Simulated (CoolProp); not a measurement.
Vinyl chloride along the isotherm 430 K: fugacity coefficient from the reference equation and from simpler models built on Tc = 425.0 K, pc = 56.00 bar, ω = 0.160; each cubic takes its own stable root.

Model: reference Helmholtz-energy equation of state, Thol 2022, in CoolProp.

| p (bar) | phase | reference | van der Waals | Redlich-Kwong | Soave-Redlich-Kwong | Peng-Robinson |
|---|---|---|---|---|---|---|
| 12.7 | gas | 0.9298 | 0.9349 | 0.9263 | 0.9266 | 0.9187 |
| 25.5 | gas | 0.8595 | 0.8696 | 0.8537 | 0.8543 | 0.8400 |
| 38.2 | gas | 0.7891 | 0.8042 | ? | 0.7834 | ? |
| 50.9 | gas | 0.7163 | 0.7362 | 0.7106 | ? | 0.6893 |
| 63.6 | supercritical | 0.6311 | 0.6531 | 0.6277 | 0.6301 | 0.6066 |
| 76.4 | supercritical | 0.5484 | 0.5768 | 0.5501 | 0.5525 | 0.5295 |
| 89.1 | supercritical | 0.4888 | 0.5219 | 0.4936 | 0.4960 | 0.4732 |
| 102 | supercritical | 0.4432 | ? | 0.4502 | 0.4525 | 0.4299 |
| 115 | supercritical | ? | ? | 0.4163 | 0.4185 | 0.3960 |
| 127 | supercritical | 0.3815 | 0.4245 | 0.3912 | 0.3933 | 0.3708 |
| 140 | supercritical | 0.3583 | 0.4040 | 0.3690 | 0.3710 | 0.3485 |

**Question.** Complete the blanks.

**Answer.** 
- 38.2, Redlich-Kwong: 0.7826
- 38.2, Peng-Robinson: 0.7643
- 50.9, Soave-Redlich-Kwong: 0.7118
- 102, van der Waals: 0.4802
- 115, reference: 0.4077
- 115, van der Waals: 0.4480
